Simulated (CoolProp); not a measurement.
Carbon dioxide along the isobar 9.46 MPa: fugacity coefficient from the reference equation and from simpler models built on Tc = 304.1 K, pc = 7.377 MPa, ω = 0.224; each cubic takes its own stable root.

Computed with CoolProp (reference Helmholtz-energy equation of state, Span 1996).

```
T (K)          phase  reference
-----  -------------  ---------
241.2         liquid     0.1441
258.6         liquid     0.2312
276.1         liquid     0.3404
293.6         liquid     0.4650
311    supercritical     0.5912
328.5  supercritical     0.6783
346    supercritical     0.7338
363.5  supercritical     0.7766
380.9  supercritical     0.8110
398.4  supercritical     0.8395
415.9  supercritical     0.8633
433.3  supercritical     0.8832
450.8  supercritical     0.9003
```

### Question
How far does each simpler model (van der Waals, Redlich-Kwong, Soave-Redlich-Kwong, Peng-Robinson) lie from the reference over these 13 states: mean and median of the absolute difference, and the worst?

### Answer
- van der Waals: mean 17.7 %, median 3.4 %, worst +99.9 % at 241.2 K and 9.46 MPa
- Redlich-Kwong: mean 5.8 %, median 2.1 %, worst +26.8 % at 241.2 K and 9.46 MPa
- Soave-Redlich-Kwong: mean 1.8 %, median 1.6 %, worst +2.9 % at 276.1 K and 9.46 MPa
- Peng-Robinson: mean 1.8 %, median 1.6 %, worst -3.0 % at 328.5 K and 9.46 MPa
